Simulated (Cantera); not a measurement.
A closed system holds: 1 mol BN, 0.46 mol O2, 59 mol N2, at 0.000290 bar.

These are equilibrium values from Cantera (NASA tables, ideal gas, pure condensed phases), not measurements of a reactor. Candidate condensed phases: B, BN, B2O3; 17 gas species. Mutual solubility and eutectic melting of coexisting phases are not modelled. The numbers say what is thermodynamically allowed, not how fast it happens.

**Question.** Which condensed phases are stable at each of these points (T (K)): 1198, 1248, 1298, 1348, 1398, 1448, 1498?

**Answer.** 
```
T (K)  condensed phases  B condensed (%)
-----  ----------------  ---------------
1198    BN(s) + B2O3(l)             99.6
1248    BN(s) + B2O3(l)             98.3
1298    BN(s) + B2O3(l)             92.6
1348    BN(s) + B2O3(l)             71.6
1398              BN(s)             37.4
1448              BN(s)             35.9
1498              BN(s)             33.0
```

From 1198 K to 1348 K the condensed part is BN(s) + B2O3(l). From 1398 K to 1498 K the condensed part is BN(s).
